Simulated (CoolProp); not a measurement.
Aqueous sodium chloride as a coolant, 23 % by mass, freezing at -20.5 °C, 1 atm.

Computed with CoolProp (Melinder's fits for secondary coolants).

| T (°C) | viscosity (mPa s) | density (kg/m³) | Prandtl number | conductivity (W/(m K)) |
|---|---|---|---|---|
| -15.3 | 5.27 | 1188 | 33.2 | 0.522 |
| -9.5 | 4.19 | 1185 | 26.1 | 0.530 |
| -3.7 | 3.39 | 1183 | 20.8 | 0.539 |
| 2.1 | 2.79 | 1180 | … | 0.547 |
| 7.8 | 2.34 | 1178 | 14.0 | … |
| 13.6 | 1.99 | … | 11.7 | 0.565 |
| 19.4 | 1.72 | 1172 | 9.98 | 0.573 |
| 25.1 | … | 1169 | 8.67 | 0.582 |
| 30.9 | 1.35 | 1166 | 7.64 | 0.591 |

Problem. Fill in the missing entries.

Solution. 
- 2.1, Prandtl number: 16.9
- 7.8, conductivity (W/(m K)): 0.556
- 13.6, density (kg/m³): 1175
- 25.1, viscosity (mPa s): 1.51
